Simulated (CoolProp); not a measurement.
Vapour-liquid equilibrium of R143a (1) + fluoroethane (R161) (2) at 228.2 K; x and y are mole fractions of (1).

Model: multi-fluid Helmholtz-energy mixture model, Lemmon and Jacobsen 2000 and Wu 2012; pair parameters Bell 2016, in CoolProp.

Give the bubble pressure and the first vapour's composition at x = 0.15, 0.65, 0.95. Is there an azeotrope?

x = 0.15: 0.7853 bar, y = 0.225; x = 0.65: 0.9947 bar, y = 0.737; x = 0.95: 1.109 bar, y = 0.965. No azeotrope shows between x = 0.05 and 0.95.

The pair parameters rest on a limited set of measurements; away from them the model extrapolates.
